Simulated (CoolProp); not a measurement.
Vapour-liquid equilibrium of propane (1) + dimethyl ether (2) at 0.0504 MPa; x and y are mole fractions of (1).

Values from CoolProp's multi-fluid Helmholtz-energy mixture model, Lemmon 2009 and Wu 2011; pair parameters Bell 2016.

Question: Give the bubble temperature and the first vapour's composition at x = 0.15, 0.45, 0.85. Is there an azeotrope?

Answer: x = 0.15: 225.7 K, y = 0.418; x = 0.45: 219.7 K, y = 0.685; x = 0.85: 216.8 K, y = 0.886. No azeotrope shows between x = 0.05 and 0.95.

Pair parameters are fitted to limited data, so mixtures are less certain than the pure fluids.
